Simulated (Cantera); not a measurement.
A closed system holds: 1 mol Si3N4, 4.2 mol H2O, 320 mol H2, 3.3 mol CO2, at 1727 °C.

Equilibrium computed with Cantera from the NASA thermochemical tables; the gas is ideal and each condensed phase is pure. Candidate condensed phases: C, C6H6, C7H8, C8H18, H2O, Si, SiC, SiO2, Si2N2O, Si3N4; 151 gas species. The tables hold silica as quartz up to 1696 K and as liquid above; real silica turns to tridymite and cristobalite and melts near 1996 K. Gases not in the tables: Si(OH)4. Rates play no part.

### Question
Which condensed phases are stable at each of these points (P (Pa)): 0.100, 1, 10, 100, 1000, 10000, 100000, 1000000?

### Answer
```csv
P (Pa),condensed phases,Si condensed (%)
0.100,gas only,0.0
1,gas only,0.0
10,gas only,0.0
100,gas only,0.0
1000,gas only,0.0
10000,gas only,0.0
100000,SiO2(l),29.3
1000000,SiO2(l),86.6
```

From 0.100 Pa to 0.100 bar nothing is condensed. From 1.00 bar to 10.0 bar the condensed part is SiO2(l).
